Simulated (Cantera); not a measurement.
An isothermal, constant-pressure homogeneous reactor starts with 90.1 % N2O, 9.91 % O2, at 1173 K and 1330 Pa.

Computed with Cantera and GRI-Mech 3.0 (53 species, 325 reactions). GRI-Mech 3.0 was tuned for natural gas; its chemistry of N2O as a main component is partial and can be far from experiment. Radical loss at walls, strong at low pressure, is not modelled. The mechanism lacks the step 2 NO + O2 → 2 NO2, which can matter for NO2 below about 1400 K. The temperature is held fixed by assumption; the heat of reaction is taken as removed at once.

One state of this run: x N2O = 0.156; x O2 = 0.306; x NO = 0.0482; x N2 = 0.489; x O = 1.16e-6; x NO2 = 1.50e-5. x: mole fraction; the columns are a selection and need not sum to one.

Which value of t (s) does it belong to?
A) 2.10e-5
B) 2.71
C) 300
D) 28.5

C, 300
